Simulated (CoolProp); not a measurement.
A simple Rankine cycle with ammonia: condensing at 330.15 K, boiler at 9.21 MPa, turbine inlet 408.8 K, turbine efficiency 0.65, pump efficiency 0.7, no recuperator. Each further row changes one setting.

Model: reference Helmholtz-energy equation of state, Gao 2020, in CoolProp.

| case | thermal efficiency (%) | net work (kJ/kg) | heat in (kJ/kg) | turbine exit temperature (K) | volume ratio over the turbine |
|---|---|---|---|---|---|
| as stated | 8.1 | 81.2 | 1000 | 330.2 | 3.61 |
| turbine inlet 428.8 K | 8.7 | 96.3 | 1110 | 330.2 | 3.29 |
| condensing temperature 322.15 K | 9.1 | 95.0 | 1040 | 322.1 | 4.40 |
| boiler pressure 6.45 MPa | 6.9 | 77.3 | 1130 | 339.3 | 2.38 |
| turbine efficiency 0.55 | 6.6 | 66.0 | 1000 | 330.2 | 3.66 |

The expansion ends wet for: as stated; turbine inlet 428.8 K; condensing temperature 322.15 K; turbine efficiency 0.55.
